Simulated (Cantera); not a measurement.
Stirred combustor or abatement burner

A perfectly stirred reactor is fed with 1.89 % C3H8, 18.5 % O2, 79.6 % N2, at 18.0 bar; it is adiabatic with a 625 K inlet, and is followed from long to short residence time, starting on the burning branch (τ in s: 0.067, 0.036, 0.019, 0.01, 0.0056, 0.003, 0.0016, 0.00086, 0.00046, 0.00025, 0.00013, 7.2e-05, 3.8e-05).

Detailed kinetics in Cantera: GRI-Mech 3.0 (53 species, 325 reactions). GRI-Mech 3.0 was tuned for natural gas; its chemistry of propane as a main component is partial and can be far from experiment. The pressure lies above the range GRI-Mech 3.0 was tuned for (to about 10 atm).

| τ (s) | T (K) | x C3H8 | x O2 | x H | x OH | x CH2 | x CH4 |
|---|---|---|---|---|---|---|---|
| 0.067 | 1691 | 6.27e-7 | 0.0889 | 1.60e-7 | 0.000160 | 1.32e-9 | 4.82e-7 |
| 0.036 | 1690 | 1.06e-6 | 0.0889 | 2.60e-7 | 0.000179 | 2.45e-9 | 7.17e-7 |
| 0.019 | 1689 | 1.79e-6 | 0.0890 | 4.44e-7 | 0.000204 | 4.58e-9 | 1.05e-6 |
| 0.010 | 1687 | 3.02e-6 | 0.0891 | 7.76e-7 | 0.000233 | 8.57e-9 | 1.53e-6 |
| 0.0056 | 1685 | 4.81e-6 | 0.0892 | 1.30e-6 | 0.000262 | 1.50e-8 | 2.14e-6 |
| 0.0030 | 1680 | 7.99e-6 | 0.0895 | 2.27e-6 | 0.000294 | 2.70e-8 | 3.15e-6 |
| 0.0016 | 1673 | 1.36e-5 | 0.0900 | 3.97e-6 | 0.000320 | 4.81e-8 | 4.88e-6 |
| 0.00086 | 1660 | 2.40e-5 | 0.0908 | 6.78e-6 | 0.000328 | 8.25e-8 | 8.36e-6 |
| 0.00046 | 1629 | 5.00e-5 | 0.0928 | 1.10e-5 | 0.000280 | 1.31e-7 | 1.91e-5 |
| 0.00025 | 625 | 0.0189 | 0.185 | <1e-12 | <1e-12 | <1e-12 | <1e-12 |
| 0.00013 | 625 | 0.0189 | 0.185 | <1e-12 | <1e-12 | <1e-12 | <1e-12 |
| 7.2e-5 | 625 | 0.0189 | 0.185 | <1e-12 | <1e-12 | <1e-12 | <1e-12 |
| 3.8e-5 | 625 | 0.0189 | 0.185 | <1e-12 | <1e-12 | <1e-12 | <1e-12 |
x: mole fraction; the columns are a selection and need not sum to one.
